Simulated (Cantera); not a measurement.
**Equilibrium for titanium nitride, carbide and oxide coatings: TiCl4 + C3H8 + H2 + CH4**

Feed: 1 mol TiCl4, 1.3 mol C3H8, 110 mol H2, 0.18 mol CH4, held at 0.0975 Torr.

Equilibrium computed with Cantera from the NASA thermochemical tables; the gas is ideal and each condensed phase is pure. Candidate condensed phases: C, C6H6, C7H8, C8H18, Ti, TiC, TiCl2, TiCl3, TiCl4; 96 gas species. TiC: taken at fixed stoichiometry. The numbers say what is thermodynamically allowed, not how fast it happens.

```
T (°C)   x H2      x H   x HCl      x Cl  x C2H2 (acetylene)  x TiCl2   x TiCl     x Ti  n C(graphite)  n TiC(s)
------  -----  -------  ------  --------  ------------------  -------  -------  -------  -------------  --------
1400    0.956  0.00977  0.0336  0.000268             5.45e-5  7.43e-7  3.80e-8  2.98e-9           3.07     1.000
1425    0.954   0.0124  0.0335  0.000338             6.87e-5  8.49e-7  5.95e-8  5.91e-9           3.06     1.000
1450    0.951   0.0156  0.0333  0.000423             8.60e-5  9.65e-7  9.19e-8  1.15e-8           3.06     1.000
1475    0.947   0.0195  0.0332  0.000527            0.000107  1.09e-6  1.40e-7  2.19e-8           3.05     1.000
1500    0.942   0.0242  0.0329  0.000651            0.000132  1.23e-6  2.11e-7  4.10e-8           3.05     1.000
1525    0.936   0.0299  0.0327  0.000799            0.000162  1.38e-6  3.14e-7  7.53e-8           3.04     1.000
1550    0.930   0.0366  0.0324  0.000974            0.000197  1.53e-6  4.61e-7  1.36e-7           3.03     1.000
1575    0.922   0.0446  0.0321   0.00118            0.000237  1.70e-6  6.69e-7  2.42e-7           3.02     1.000
1600    0.913   0.0541  0.0317   0.00142            0.000285  1.87e-6  9.60e-7  4.24e-7           3.01     1.000
```
x: gas mole fraction; n: condensed amount in mol.

From 1400 °C to 1600 °C the condensed part is C(graphite) + TiC(s).
